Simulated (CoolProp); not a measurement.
Vapour pressure (MPa) of propylene glycol: the reference equation beside estimates from Tc = 674.0 K, pc = 7.292 MPa, ω = 0.327. Clausius-Clapeyron is anchored at 516 K with a constant enthalpy of vaporisation of 48.39 kJ/mol.

Model: reference Helmholtz-energy equation of state, Eisenbach 2021, in CoolProp.

```tsv
T (K)	reference	Lee-Kesler	Clausius-Clapeyron	Redlich-Kwong	Peng-Robinson
506.4	0.3508	0.7003	0.3567	1.128	0.6941
508.3	0.3675	0.7258	0.3724	1.160	0.7193
510.2	0.3848	0.7520	0.3886	1.194	0.7452
512.1	0.4028	0.7790	0.4054	1.228	0.7719
514.1	0.4224	0.8081	0.4237	1.265	0.8007
516	0.4418	0.8365	0.4418	1.300	0.8288
517.9	0.4618	0.8656	0.4604	1.337	0.8577
519.8	0.4826	0.8956	0.4797	1.374	0.8873
521.8	0.5053	0.9279	0.5008	1.413	0.9194
523.7	0.5277	0.9594	0.5215	1.452	0.9507
525.6	0.5508	0.9917	0.5428	1.491	0.9827
527.5	0.5748	1.025	0.5649	1.531	1.016
529.5	0.6009	1.061	0.5890	1.574	1.051
531.4	0.6265	1.095	0.6126	1.615	1.086
```

Absolute difference from the reference over all 14 rows, mean and median: Lee-Kesler 86.8 and 86.5 %, Clausius-Clapeyron 1.1 and 1.1 %, Redlich-Kwong 188.0 and 187.1 %, Peng-Robinson 85.1 and 84.8 %.
